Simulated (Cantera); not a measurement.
An adiabatic, constant-pressure homogeneous reactor starts with CH3OH : O2 : N2 = 1 : 0.882 : 3.32 (molar parts), at 1575 K and 760 Torr. Integrator tolerance rtol = 1e-08.

Cantera simulation using GRI-Mech 3.0 (53 species, 325 reactions); the numbers are that mechanism's predictions, not measurements. GRI-Mech 3.0 was tuned for natural gas; its chemistry of methanol as a main component is partial and can be far from experiment.

Problem. What does this change do: N2 3.32 to 6.1 parts?

Solution. 
```csv
quantity,before,after
time of steepest temperature rise,97.5 µs,0.123 ms
temperature at 0.300 s,2695 K,2481 K
equilibrium temperature,2695 K,2481 K
x(CH3OH) at 0.300 s,<1e-12 (gas-phase equilibrium <1e-12),<1e-12 (gas-phase equilibrium <1e-12)
x(O2) at 0.300 s,0.00136 (gas-phase equilibrium 0.00136),0.000206 (gas-phase equilibrium 0.000206)
x(CO2) at 0.300 s,0.0432 (gas-phase equilibrium 0.0432),0.0330 (gas-phase equilibrium 0.0330)
x(HCO) at 0.300 s,1.99e-7 (gas-phase equilibrium 1.99e-7),6.33e-8 (gas-phase equilibrium 6.33e-8)
x(NO) at 0.300 s,0.00206 (gas-phase equilibrium 0.00206),0.000643 (gas-phase equilibrium 0.000643)
x(CH2O) at 0.300 s,3.80e-9 (gas-phase equilibrium 3.80e-9),1.82e-9 (gas-phase equilibrium 1.82e-9)
x(HO2) at 0.300 s,7.67e-7 (gas-phase equilibrium 7.67e-7),9.44e-8 (gas-phase equilibrium 9.44e-8)
```

Problem. What does this change do: initial temperature 1575 to 1123 K?

Solution. 
| quantity | before | after |
|---|---|---|
| time of steepest temperature rise | 97.5 µs | 32.9 ms |
| temperature at 0.300 s | 2695 K | 2435 K |
| equilibrium temperature | 2695 K | 2435 K |
| x(CH3OH) at 0.300 s | <1e-12 (gas-phase equilibrium <1e-12) | <1e-12 (gas-phase equilibrium <1e-12) |
| x(O2) at 0.300 s | 0.00136 (gas-phase equilibrium 0.00136) | 0.000131 (gas-phase equilibrium 0.000131) |
| x(CO2) at 0.300 s | 0.0432 (gas-phase equilibrium 0.0432) | 0.0483 (gas-phase equilibrium 0.0483) |
| x(HCO) at 0.300 s | 1.99e-7 (gas-phase equilibrium 1.99e-7) | 9.48e-8 (gas-phase equilibrium 9.48e-8) |
| x(NO) at 0.300 s | 0.00206 (gas-phase equilibrium 0.00206) | 0.000418 (gas-phase equilibrium 0.000418) |
| x(CH2O) at 0.300 s | 3.80e-9 (gas-phase equilibrium 3.80e-9) | 3.76e-9 (gas-phase equilibrium 3.76e-9) |
| x(HO2) at 0.300 s | 7.67e-7 (gas-phase equilibrium 7.67e-7) | 7.15e-8 (gas-phase equilibrium 7.15e-8) |
